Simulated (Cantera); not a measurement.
**Aluminium nitride and oxide growth: Al(CH₃)₃ + H₂O + H₂**

Input: 1 mol Al(CH₃)₃, 32 mol H₂O, 2.5 mol H₂, equilibrated at 1950 K.

Cantera equilibrium calculation (NASA polynomials, part measured and part estimated; ideal gas, pure solids and liquids). Candidate condensed phases: Al, Al₂O₃, C, C₆H₆, C₇H₈, C₈H₁₈, H₂O; 121 gas species. The feed counts by its element totals alone. Gases not in the tables: Al(OH)₃. The numbers say what is thermodynamically allowed, not how fast it happens.

```tsv
P (Pa)	x H₂O	x H₂	x H	x CO	x CO₂	x OH	x O	x O₂	n Al₂O₃(s)
10	0.589	0.268	0.0593	0.0458	0.0229	0.0118	0.00194	0.00185	0.500
46	0.613	0.282	0.0284	0.0469	0.0232	0.00560	0.000418	0.000394	0.500
220	0.623	0.290	0.0132	0.0476	0.0233	0.00257	8.64e-5	8.06e-5	0.500
1000	0.628	0.294	0.00621	0.0479	0.0233	0.00121	1.89e-5	1.75e-5	0.500
4600	0.630	0.295	0.00291	0.0480	0.0233	0.000562	4.10e-6	3.79e-6	0.500
22000	0.631	0.296	0.00133	0.0481	0.0233	0.000257	8.55e-7	7.90e-7	0.500
100000	0.631	0.297	0.000624	0.0481	0.0233	0.000121	1.88e-7	1.73e-7	0.500
```
x: gas mole fraction; n: condensed amount in mol.

From 10.0 Pa to 1.00 bar the condensed part is Al₂O₃(s).
